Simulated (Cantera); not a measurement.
Input (Python, Cantera):

```python
import numpy as np
import cantera as ct

surf = ct.Interface("diamond.yaml", "diamond_100")
gas, bulk = surf.adjacent["gas"], surf.adjacent["diamond"]
k = surf.kinetics_species_index(bulk.species_names[0])
cover = ["c6HH", "c6H*", "c6*H", "c6**", "c6HM", "c6B"]

rows, drift = [], 0.0
print(f"{'T':>10s}{'um/h':>11s}" + "".join(f"{s:>11s}" for s in cover))
for v in [950, 1025, 1100, 1175, 1250, 1325, 1400]:
    T, P, xH, xCH3 = v, 1000, 0.042, 0.00094
    gas.TPX = T, P, {"H": xH, "CH3": xCH3, "CH4": 0.0038, "H2": 1 - xH - xCH3 - 0.0038}
    surf.TP = bulk.TP = T, P
    surf.coverages = "c6H*:0.1, c6HH:0.9"
    surf.advance_coverages(100.0)
    before = surf.coverages
    surf.advance_coverages(100.0)
    drift = max(drift, np.max(np.abs(surf.coverages - before) / (surf.coverages + 1e-9)))
    rate = surf.net_production_rates[k] * bulk.mean_molecular_weight / bulk.density * 3.6e9
    rows.append([rate, *surf[cover].coverages])
    print(f"{v:10.4g}{rate:11.4e}" + "".join(f"{x:11.3e}" for x in rows[-1][1:]))
```

It prints:

```
         T       um/h       c6HH       c6H*       c6*H       c6**       c6HM        c6B
       950 3.8138e+00  6.311e-01  1.394e-02  3.291e-01  6.581e-03  1.475e-02  1.035e-08
      1025 5.2871e+00  5.658e-01  2.037e-02  3.876e-01  1.146e-02  1.046e-02  1.435e-08
      1100 6.1239e+00  5.059e-01  2.772e-02  4.378e-01  1.832e-02  6.706e-03  1.662e-08
      1175 5.0865e+00  4.524e-01  3.570e-02  4.791e-01  2.734e-02  3.173e-03  1.380e-08
      1250 3.2554e+00  4.046e-01  4.393e-02  5.108e-01  3.851e-02  1.028e-03  8.834e-09
      1325 2.4676e+00  3.622e-01  5.207e-02  5.332e-01  5.165e-02  2.778e-04  6.696e-09
      1400 2.4064e+00  3.251e-01  5.993e-02  5.478e-01  6.658e-02  7.262e-05  6.530e-09
```

Computed with Cantera and the Harris–Goodwin 1993 mechanism for the reconstructed diamond (100) surface.
